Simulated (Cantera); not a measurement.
Charge: 1 mol Si3N4, a varied amount of O2, 79 mol N2, equilibrated at 1275 K and 1 atm.

These are equilibrium values from Cantera (NASA tables, ideal gas, pure condensed phases), not measurements of a reactor. Candidate condensed phases: Si, SiO2, Si2N2O, Si3N4; 16 gas species. Mutual solubility and eutectic melting of coexisting phases are not modelled. The tables hold silica as quartz up to 1696 K and as liquid above; real silica turns to tridymite and cristobalite and melts near 1996 K. Equilibrium is a limit: real reactors are often held back by kinetics, nucleation or transport.

x: gas mole fraction; n: condensed amount in mol.

```csv
n(O2) (mol),x N2,x SiO,n Si2N2O(s),n Si3N4(s),n SiO2(β-quartz)
0.23,1.00,8.43e-12,0.460,0.693,0
0.33,1.00,8.43e-12,0.660,0.560,0
0.44,1.00,8.43e-12,0.880,0.413,0
0.54,1.00,8.43e-12,1.08,0.280,0
0.65,1.00,8.43e-12,(withheld),(withheld),0
0.76,1.00,1.76e-9,1.49,0,0.0133
0.86,1.00,1.76e-9,1.43,0,(withheld)
0.97,1.00,1.76e-9,1.35,0,0.293
1.1,1.00,1.76e-9,1.27,0,0.467
```

### Question
Fill in the missing entries.

### Answer

- 0.86, n SiO2(β-quartz): 0.147
- 0.65, n Si2N2O(s): 1.30
- 0.65, n Si3N4(s): 0.133
